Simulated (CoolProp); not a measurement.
Saturation properties of fluoroethane (R161).

Values from CoolProp's reference Helmholtz-energy equation of state, Wu 2012.

```
T (K)  p (bar)  vapour density (kg/m³)  enthalpy of vaporisation (kJ/kg)  liquid cp (kJ/(kg K))  surface tension (mN/m)
-----  -------  ----------------------  --------------------------------  ---------------------  ----------------------
198.4   0.1259                       ?                             462.4                      ?                    23.3
203     0.1711                  0.4914                             457.8                  1.919                    22.7
207.6   0.2287                  0.6439                             453.3                  1.918                    22.0
212.2        ?                  0.8322                                 ?                  1.920                    21.3
216.7   0.3896                   1.057                             444.3                  1.924                    20.7
221.3        ?                   1.333                                 ?                  1.930                    20.0
225.9   0.6349                   1.664                             435.1                  1.938                    19.4
230.5   0.7970                   2.057                             430.3                  1.949                    18.7
235.1   0.9903                   2.519                             425.4                  1.961                    18.0
```

Fill in the missing entries.


- 198.4, vapour density (kg/m³): 0.3694
- 198.4, liquid cp (kJ/(kg K)): 1.922
- 212.2, p (bar): 0.3014
- 212.2, enthalpy of vaporisation (kJ/kg): 448.8
- 221.3, p (bar): 0.5003
- 221.3, enthalpy of vaporisation (kJ/kg): 439.7

It boils at 235.6 K under 1 atm.

Surface tension comes from a separate correlation (Mulero 2012).
